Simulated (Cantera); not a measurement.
A Cantera script and its output.

```python
import numpy as np
import cantera as ct

gas = ct.Solution("h2o2.yaml")
gas.TPX = 373, 100000, {'H2': 1, 'O2': 0.217, 'N2': 0.817}
flame = ct.FreeFlame(gas, width=0.04)
flame.set_refine_criteria(ratio=3, slope=0.08, curve=0.16)
flame.transport_model = "mixture-averaged"
flame.solve(loglevel=0, auto=True)
z, T = flame.grid, flame.T
thick = (T[-1] - T[0]) / np.gradient(T, z).max()
show = ['H2', 'O2', 'O', 'HO2', 'H', 'H2O']
print(f"laminar burning velocity  {flame.velocity[0] * 100:.3f} cm/s")
print(f"burnt temperature         {T[-1]:.1f} K")
print(f"thermal thickness         {thick * 1e3:.4f} mm")
print(f"grid points               {len(z)}")
z0 = z[flame.heat_release_rate.argmax()]
print(f"{'z/mm':>9s}{'T/K':>9s}{'u/(m/s)':>9s}" + "".join(f"{s:>11s}" for s in show))
rows = []
for k in (-3, -2, -1.5, -1, -0.5, -0.25, 0, 0.25, 0.5, 1, 2, 4, 8):
    zz = z0 + k * thick
    rows.append([k * thick, np.interp(zz, z, T), np.interp(zz, z, flame.velocity),
                 *(np.interp(zz, z, flame.X[gas.species_index(s)]) for s in show)])
    print(f"{rows[-1][0] * 1e3:9.3f}{rows[-1][1]:9.1f}{rows[-1][2]:9.3f}" + "".join(f"{x:11.3e}" for x in rows[-1][3:]))
```

Result:

```
laminar burning velocity  393.054 cm/s
burnt temperature         2002.5 K
thermal thickness         0.3733 mm
grid points               130
     z/mm      T/K  u/(m/s)         H2         O2          O        HO2          H        H2O
   -1.120    373.0    3.931  4.916e-01  1.067e-01  1.153e-13  5.272e-13  1.476e-16  2.843e-12
   -0.747    373.0    3.931  4.916e-01  1.067e-01  9.350e-12  7.277e-11  1.219e-14  3.315e-10
   -0.560    373.0    3.931  4.916e-01  1.067e-01  1.760e-10  2.250e-09  2.757e-13  8.701e-09
   -0.373    373.2    3.932  4.915e-01  1.067e-01  4.638e-09  1.046e-07  5.304e-11  3.357e-07
   -0.187    404.4    4.225  4.863e-01  1.073e-01  3.652e-06  2.004e-04  2.573e-05  7.212e-04
   -0.093    684.4    6.941  4.535e-01  1.008e-01  1.591e-04  2.368e-04  4.637e-03  2.244e-02
    0.000   1075.4   10.612  3.830e-01  7.438e-02  1.327e-03  8.678e-05  2.841e-02  8.407e-02
    0.093   1349.5   13.222  3.080e-01  3.070e-02  2.150e-03  3.154e-05  5.772e-02  1.684e-01
    0.187   1481.6   14.481  2.756e-01  8.007e-03  1.137e-03  7.919e-06  6.822e-02  2.122e-01
    0.373   1590.4   15.462  2.707e-01  5.831e-04  4.363e-04  5.461e-07  6.304e-02  2.279e-01
    0.747   1690.4   16.321  2.787e-01  1.170e-04  3.003e-04  1.196e-07  5.002e-02  2.304e-01
    1.493   1786.1   17.124  2.874e-01  6.712e-05  1.858e-04  7.217e-08  3.646e-02  2.325e-01
    2.986   1866.9   17.786  2.950e-01  3.353e-05  9.478e-05  3.953e-08  2.461e-02  2.345e-01
```

Model: the H2/O2 subset of GRI-Mech 3.0, which has no nitrogen chemistry, integrated in Cantera. Burning velocities carry a grid error of a few per cent, more on coarse grids.
